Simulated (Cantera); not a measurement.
Cantera with NASA thermochemical tables; ideal gases at 1 bar, condensed phases pure. Values are per mole of reaction as written; species without (g) are pure solids or liquids, kept so even where they would boil at 1 bar.

3 NiS₂ + 2 H₂(g) ⇌ 2 H₂S(g) + Ni₃S₄

```json
[
 {"T (K)": "475", "ΔH° (kJ)": "47.2", "ΔS° (J/K)": "107.7", "ΔG° (kJ)": "-4.0", "log10 K": "0.44"},
 {"T (K)": "500", "ΔH° (kJ)": "___", "ΔS° (J/K)": "___", "ΔG° (kJ)": "___", "log10 K": "___"},
 {"T (K)": "525", "ΔH° (kJ)": "46.4", "ΔS° (J/K)": "106.2", "ΔG° (kJ)": "-9.3", "log10 K": "0.93"},
 {"T (K)": "550", "ΔH° (kJ)": "46.2", "ΔS° (J/K)": "105.7", "ΔG° (kJ)": "-12.0", "log10 K": "1.14"},
 {"T (K)": "575", "ΔH° (kJ)": "46.0", "ΔS° (J/K)": "105.3", "ΔG° (kJ)": "-14.6", "log10 K": "1.33"},
 {"T (K)": "600", "ΔH° (kJ)": "___", "ΔS° (J/K)": "___", "ΔG° (kJ)": "___", "log10 K": "___"}
]
```

Complete the blanks.


- 500, ΔH° (kJ): 46.8
- 500, ΔS° (J/K): 106.8
- 500, ΔG° (kJ): -6.6
- 500, log10 K: 0.69
- 600, ΔH° (kJ): 45.9
- 600, ΔS° (J/K): 105.1
- 600, ΔG° (kJ): -17.2
- 600, log10 K: 1.50
